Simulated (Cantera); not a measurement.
Feed: 1 mol SiHCl3, 1.1 mol HCl, 6.2 mol N2, equilibrated at 0.133 bar.

Method: chemical equilibrium by Gibbs-energy minimisation in Cantera with the NASA 1993 tables (ideal gas, pure condensed phases). Candidate condensed phases: NH4Cl, Si, Si3N4; 28 gas species. N2 is the only nitrogen source here; it is nearly inert below about 1500 K, so the nitride shown seldom forms there in practice. Rates play no part.

Over these rows the condensed part is Si3N4(s). Partial pressures as log10 of bar:

| T (K) | 1000/T (1/K) | log p SiCl2 | log p N2 | log p HCl | log p SiCl4 | log p H2 |
|---|---|---|---|---|---|---|
| 1073 | 0.9320 | -6.35 | -1.02 | -1.64 | -1.98 | -2.28 |
| 1098 | 0.9107 | ? | -1.02 | -1.64 | -1.98 | -2.29 |
| 1123 | 0.8905 | -5.74 | -1.02 | -1.64 | -1.98 | -2.30 |
| 1148 | 0.8711 | -5.46 | -1.02 | -1.63 | -1.99 | -2.30 |
| 1173 | 0.8525 | -5.19 | -1.02 | -1.63 | -1.99 | -2.31 |
| 1198 | 0.8347 | -4.93 | -1.02 | -1.63 | -1.99 | -2.32 |

Q: Fit log p(SiCl2) = a + b·(1000/T) to the five rows, give the apparent enthalpy, and predict the row at 1098 K.

A: Means: 1000/T = 0.8762, log p = -5.534. Sxy = -0.082075, Sxx = 0.0056281, so b = -14.58 and a = -5.534 − (-14.58)×0.8762 = 7.24.
Apparent enthalpy: −19.145 × (-14.58) = 279 kJ/mol. With the condensed phases at unit activity, 1/6 Si3N4(s) + 1/2 SiCl4(g) = SiCl2(g) + 1/3 N2(g) links this pressure to the main gases: over the six rows their terms move log p by -0.01 in all, so the slope is close to that reaction's ΔH°. The five rows lie within 0.01 of the line.
Prediction at 1098 K: 7.24 + (-14.58)×0.9107 = -6.04. The computed value is -6.04, 0.00 from the line.
